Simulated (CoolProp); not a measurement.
Vapour-liquid equilibrium of C2F6 (R116) (1) + propylene (2) at 0.893 MPa; x and y are mole fractions of (1).

Computed with CoolProp (multi-fluid Helmholtz-energy mixture model, Lemmon 2006 and Lemmon 2013; pair parameters Bell 2016).

Question: Give the bubble temperature and the first vapour's composition at x = 0.05, 0.2, 0.95. Is there an azeotrope?

Answer: x = 0.05: 273.8 K, y = 0.323; x = 0.2: 255.4 K, y = 0.636; x = 0.95: 247.6 K, y = 0.942. y crosses x between x = 0.8 and 0.95: the model has an azeotrope there.

Pair parameters are fitted to limited data, so mixtures are less certain than the pure fluids. With so large a gap from Raoult's law the liquid may split in two, which this calculation doesn't test in full.
